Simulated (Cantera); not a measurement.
Input: 1 mol CCl4, 0.027 mol Si, 14 mol H2, held at 12.0 Torr.

These are equilibrium values from Cantera (NASA tables, ideal gas, pure condensed phases), not measurements of a reactor. Candidate condensed phases: C, C6H6, C7H8, C8H18, Si, SiC; 109 gas species. The tables' values for SiCl3, SiCl are old estimates; treat these amounts as uncertain. Rates play no part.

log p: log10 of the partial pressure in bar; n: condensed amount in mol.

```csv
T (K),log p H2,log p H,log p HCl,log p Cl,log p CH4,log p C2H2 (acetylene),n C(graphite),n SiC(s)
775,-1.93,-12.97,-2.40,-13.42,-3.55,<-13,0.724,0
975,-1.92,-9.90,-2.41,-10.42,-4.74,-11.16,0.982,0
1175,-1.92,-7.87,-2.41,-8.42,-5.55,-9.11,0.997,0
1375,-1.92,-6.42,-2.40,-6.99,-6.14,-7.67,0.996,0.00352
1575,-1.92,___,-2.40,___,___,___,0.999,0
1775,-1.92,-4.50,-2.41,-5.10,-6.92,-5.77,0.996,0
1975,-1.92,-3.83,-2.41,-4.44,-7.19,-5.11,0.984,0
2175,-1.94,___,-2.43,___,___,___,0.947,0
2375,-1.97,-2.84,-2.47,-3.48,-7.67,-4.18,0.853,0
2575,-2.04,-2.48,-2.56,-3.15,-7.96,-3.88,0.663,0
2775,-2.18,-2.22,-2.73,-2.92,-8.36,-3.70,0.277,0
```

**Question.** Fill in the missing entries.

**Answer.** 
- 1575, log p H: -5.34
- 1575, log p Cl: -5.93
- 1575, log p CH4: -6.58
- 1575, log p C2H2 (acetylene): -6.60
- 2175, log p H: -3.28
- 2175, log p Cl: -3.91
- 2175, log p CH4: -7.43
- 2175, log p C2H2 (acetylene): -4.59
